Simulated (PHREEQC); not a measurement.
A solution holds 0.018 mol H3BO3, 0.057 mol Na2CO3 and 0.0013 mol NaCl per kg of water, at 20 °C. Closed to the air; pH follows from the charge balance.

Equilibrium calculation in PHREEQC: ion-association model, phreeqc.dat.

Precipitation was switched off in this run.

### Question
Order these Na species by the share of Na that they hold, largest first: NaCO3-, NaHCO3, Na+.

### Answer
Na+ (87 %), NaCO3- (12 %), NaHCO3 (0.48 %)

The pH is 10.25 and the ionic strength 0.127 mol/kgw. Complexes and solids missing from the database can't appear.
